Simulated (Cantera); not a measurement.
# Diamond growth

A diamond (100) surface in a fixed gas of H2 with x(CH4) = 0.0044, x(H) = 0.03, x(CH3) = 1.8e-05, at 1100 K; coverages are run to steady state.

Model: the Harris–Goodwin 1993 mechanism for the reconstructed diamond (100) surface, integrated in Cantera.

```csv
P (Pa),growth (µm/h),θ c6HH,θ c6H*,θ c6*H,θ c6**,θ c6HM
1400,0.166,0.511,0.0280,0.442,0.0186,0.000182
2200,0.279,0.511,0.0281,0.442,0.0186,0.000195
3500,0.464,0.511,0.0281,0.442,0.0186,0.000204
5400,0.736,0.511,0.0283,0.442,0.0186,0.000210
8400,1.17,0.511,0.0285,0.442,0.0187,0.000215
13000,1.83,0.511,0.0288,0.441,0.0187,0.000218
20000,2.85,0.511,0.0292,0.441,0.0188,0.000220
32000,4.60,0.511,0.0300,0.440,0.0190,0.000222
```
θ: site fractions in the mechanism's names (c6HH fully hydrogenated, c6H* and c6*H radical sites, c6** diradical, c6HM methylated).
